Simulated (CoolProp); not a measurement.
n-dodecane along the isobar 2390 kPa: fugacity coefficient from the reference equation and from simpler models built on Tc = 658.1 K, pc = 1818 kPa, ω = 0.574; each cubic takes its own stable root.

The numbers come from the reference Helmholtz-energy equation of state, Lemmon 2004 in CoolProp. It is a short technical equation, of lower accuracy than the large ones.

```json
[
 {"T (K)": "414.1", "phase": "liquid", "reference": "0.005461"},
 {"T (K)": "434.7", "phase": "liquid", "reference": "0.01086"},
 {"T (K)": "455.3", "phase": "liquid", "reference": "0.01987"},
 {"T (K)": "475.9", "phase": "liquid", "reference": "0.03384"},
 {"T (K)": "496.5", "phase": "liquid", "reference": "0.05417"},
 {"T (K)": "517.1", "phase": "liquid", "reference": "0.08215"},
 {"T (K)": "537.7", "phase": "liquid", "reference": "0.1188"},
 {"T (K)": "558.2", "phase": "liquid", "reference": "0.1645"},
 {"T (K)": "578.8", "phase": "liquid", "reference": "0.2199"},
 {"T (K)": "599.4", "phase": "liquid", "reference": "0.2841"},
 {"T (K)": "620", "phase": "liquid", "reference": "0.3559"}
]
```

### Question
How far does each simpler model (van der Waals, Redlich-Kwong, Peng-Robinson) lie from the reference over these 11 states: mean and median of the absolute difference, and the worst?

### Answer
- van der Waals: mean 474.4 %, median 233.0 %, worst +1848.4 % at 414.1 K and 2390 kPa
- Redlich-Kwong: mean 154.9 %, median 105.8 %, worst +456.9 % at 414.1 K and 2390 kPa
- Peng-Robinson: mean 4.4 %, median 4.4 %, worst +5.6 % at 414.1 K and 2390 kPa
